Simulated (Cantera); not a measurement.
## Thermodynamics of carbothermic reduction, feed PbO + CO + H2

Input: 1 mol PbO, 3.1 mol CO, 0.16 mol H2, held at 173 Torr.

These are equilibrium values from Cantera (NASA tables, ideal gas, pure condensed phases), not measurements of a reactor. Candidate condensed phases: C, C6H6, C7H8, C8H18, H2O, Pb, PbO, PbO2, Pb3O4; 113 gas species. Gases not in the tables: (PbO)n polymers. Kinetics and transport are ignored.

| T (°C) | x CO2 | x CO | x Pb | x H2 | x H2O | x PbO | n C(graphite) | n Pb(l) |
|---|---|---|---|---|---|---|---|---|
| 552 | 0.680 | 0.256 | 6.24e-7 | 0.0365 | 0.0271 | <1e-12 | 0.764 | 1.000 |
| 702 | 0.296 | 0.655 | 3.99e-5 | 0.0382 | 0.0108 | 2.14e-11 | 0 | 1.000 |
| 852 | 0.290 | 0.660 | 0.000823 | 0.0330 | 0.0160 | 5.66e-9 | 0 | 0.997 |
| 1002 | 0.284 | 0.659 | 0.00820 | 0.0284 | 0.0203 | 3.92e-7 | 0 | 0.973 |
| 1152 | 0.269 | 0.635 | 0.0498 | 0.0238 | 0.0229 | 1.09e-5 | 0 | 0.829 |
| 1302 | 0.220 | 0.528 | 0.212 | 0.0175 | 0.0211 | 0.000158 | 0 | 0.118 |
| 1452 | 0.212 | 0.516 | 0.234 | 0.0153 | 0.0222 | 0.000472 | 0 | 0 |
| 1602 | 0.210 | 0.517 | 0.233 | 0.0140 | 0.0234 | 0.00108 | 0 | 0 |
| 1752 | 0.208 | 0.519 | 0.232 | 0.0130 | 0.0243 | 0.00217 | 0 | 0 |
| 1902 | 0.206 | 0.522 | 0.231 | 0.0121 | 0.0247 | 0.00388 | 0 | 0 |
x: gas mole fraction; n: condensed amount in mol.

At 552 °C the condensed part is C(graphite) + Pb(l). From 702 °C to 1302 °C the condensed part is Pb(l). From 1452 °C to 1902 °C nothing is condensed.
